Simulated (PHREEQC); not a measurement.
Make-up at 25 °C: 0.022 mol H2SO4, 0.0091 mol Al2(SO4)3 and 0.00045 mol NiSO4 per kg of water. Closed to the air; pH follows from the charge balance.

All values are PHREEQC results (ion-association model, wateq4f.dat), not measurements.

This is a speciation only: nothing precipitates in the calculation.

Q: Predict the pH.

A: pH 1.64.

Q: In which forms is S present?

A: HSO4- 34 %, SO4-2 29 %, AlSO4+ 26 %, Al(SO4)2- 10 % of the S.
